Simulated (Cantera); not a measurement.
**Pyrogenic steam for wet oxidation**

A perfectly stirred reactor is fed with H2 : O2 : N2 = 0.51 : 1 : 1.4 (molar parts), equivalence ratio 0.26, at 0.987 atm; it is held at 1200 K, and followed from long to short residence time.

Detailed kinetics in Cantera: the H2/O2 subset of GRI-Mech 3.0, which has no nitrogen chemistry. The temperature is held fixed by assumption; the heat of reaction is taken as removed at once.

```
τ (s)        x H2   x O2       x O  x H2O      x OH
-------  --------  -----  --------  -----  --------
0.37     0.000273  0.281   1.13e-5  0.192   8.44e-5
0.15     0.000509  0.281   2.24e-5  0.191  0.000110
0.061    0.000923  0.281   4.38e-5  0.191  0.000146
0.025     0.00161  0.281   8.35e-5  0.190  0.000200
0.010     0.00273  0.281  0.000158  0.189  0.000286
0.0041    0.00442  0.282  0.000286  0.187  0.000420
0.0016    0.00715  0.283  0.000524  0.184  0.000647
0.00067    0.0109  0.284  0.000894  0.179  0.000978
0.00027    0.0169  0.285   0.00153  0.172   0.00151
0.00011    0.0257  0.287   0.00253  0.161   0.00228
```
x: mole fraction; the columns are a selection and need not sum to one.
